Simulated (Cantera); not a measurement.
Input: 1 mol Fe3O4, 8.5 mol CO, 3 mol N2, held at 10.0 Torr.

These are equilibrium values from Cantera (NASA tables, ideal gas, pure condensed phases), not measurements of a reactor. Candidate condensed phases: C, Fe, Fe(CO)5, FeO, Fe2O3, Fe3O4; 27 gas species. Mutual solubility and eutectic melting of coexisting phases are not modelled. The tables' stoichiometric FeO is somewhat more stable than real wüstite, so its field is too wide. FeO: taken at fixed stoichiometry. Equilibrium is a limit: real reactors are often held back by kinetics, nucleation or transport.

x: gas mole fraction; n: condensed amount in mol.

```tsv
T (K)	x CO	x N2	x CO2	x Fe	x FeO	x O2	x O	n Fe(γ)	n FeO(s)	n FeO(l)
1425	0.632	0.261	0.107	2.10e-6	2.30e-9	4.85e-12	2.65e-11	0.234	2.77	0
1575	0.640	0.261	0.0990	5.12e-5	1.25e-7	3.65e-10	1.77e-9	0.137	2.86	0
1725	0.651	0.261	0.0876	0.000695	3.04e-6	1.14e-8	5.36e-8	0	0	2.99
1875	0.644	0.260	0.0913	0.00480	4.05e-5	2.83e-7	1.11e-6	0	0	2.94
2025	0.617	0.255	0.106	0.0211	0.000360	5.87e-6	1.70e-5	0	0	2.75
2175	0.552	0.244	0.141	0.0598	0.00232	0.000125	0.000223	0	0	___
2325	0.446	0.224	0.190	0.123	0.0116	0.00250	0.00248	0	0	___
2475	0.380	0.198	0.185	0.174	0.0258	0.0185	0.0151	0	0	___
```

Fill in the missing entries.


- 2175, n FeO(l): 2.24
- 2325, n FeO(l): 1.20
- 2475, n FeO(l): 0
